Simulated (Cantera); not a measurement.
Input: 1 mol Si(CH3)4, 0.032 mol C2H4, 14 mol H2, equilibrated at 977 °C and 9300 Pa.

Cantera equilibrium calculation (NASA polynomials, part measured and part estimated; ideal gas, pure solids and liquids). Candidate condensed phases: C, C6H6, C7H8, C8H18, Si, SiC; 87 gas species. Rates play no part.

Q: What is the equilibrium state?

A: 
| Item | Value |
|---|---|
| x(H2) | 0.999 |
| x(CH4) | 0.00102 |
| x(H) | 1.58e-6 |
| n(C(graphite)) | 3.04 mol |
| n(SiC(s)) | 1.00 mol |
| gas amount | 20.04 mol |
| log10 activity of Si(s) (absent) | -2.65 |
